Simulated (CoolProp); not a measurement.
Vapour-liquid equilibrium of propane (1) + neopentane (2) at 50.05 °C; x and y are mole fractions of (1).

Computed with CoolProp (multi-fluid Helmholtz-energy mixture model, Lemmon 2009 and Lemmon 2006; pair parameters Bell 2016).

Task: Give the bubble pressure and the first vapour's composition at x = 0.05, 0.5, 0.95. Is there an azeotrope?

Result: x = 0.05: 0.3891 MPa, y = 0.120; x = 0.5: 0.7899 MPa, y = 0.761; x = 0.95: 1.609 MPa, y = 0.990. No azeotrope shows between x = 0.05 and 0.95.

The pair parameters rest on a limited set of measurements; away from them the model extrapolates.
